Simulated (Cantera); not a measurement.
Input: 1 mol Si, 0.0023 mol H2O, 200 mol N2, equilibrated at 1.00 Torr.

These are equilibrium values from Cantera (NASA tables, ideal gas, pure condensed phases), not measurements of a reactor. Candidate condensed phases: H2O, Si, SiO2, Si2N2O, Si3N4; 35 gas species. N2 is the only nitrogen source here; it is nearly inert below about 1500 K, so the nitride shown seldom forms there in practice. Mutual solubility and eutectic melting of coexisting phases are not modelled. Rates play no part.

Which condensed phases are stable at each of these points (T (K)): 1275, 1350, 1425, 1500, 1575, 1650, 1725?


| T (K) | condensed phases | Si condensed (%) |
|---|---|---|
| 1275 | Si2N2O(s) + Si3N4(s) | 100.0 |
| 1350 | Si2N2O(s) + Si3N4(s) | 100.0 |
| 1425 | Si3N4(s) | 99.8 |
| 1500 | Si3N4(s) | 99.8 |
| 1575 | Si3N4(s) | 99.5 |
| 1650 | Si3N4(s) | 97.0 |
| 1725 | Si(l) | 82.9 |

From 1275 K to 1350 K the condensed part is Si2N2O(s) + Si3N4(s). From 1425 K to 1650 K the condensed part is Si3N4(s). At 1725 K the condensed part is Si(l).
